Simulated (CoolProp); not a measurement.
A closed Brayton cycle with dry air: compressor inlet 307.15 K and 3.3 MPa, high pressure 7.12 MPa, turbine inlet 675 K, compressor efficiency 0.8, turbine efficiency 0.9, recuperator effectiveness 0 (on enthalpy, no pinch check). Each further row changes one setting.

Computed with CoolProp (reference Helmholtz-energy equation of state, Lemmon 2000). It is a pseudo-pure fit of the blend.

```csv
case,thermal efficiency (%),net work (kJ/kg),compressor to turbine work,compressor exit (K),turbine exit (K)
as stated,9.6,27.9,0.77,401.9,559.7
turbine inlet 625 K,7.8,?,0.84,401.9,517.2
compressor inlet 317.15 K,8.9,24.6,?,?,559.7
high pressure 6.05 MPa,8.3,26.0,0.74,380.1,582.4
recuperator effectiveness 0.5,13.3,27.9,0.77,401.9,559.7
```

Q: Complete the blanks.

A: 
- turbine inlet 625 K, net work (kJ/kg): 18.6
- compressor inlet 317.15 K, compressor to turbine work: 0.80
- compressor inlet 317.15 K, compressor exit (K): 414.9
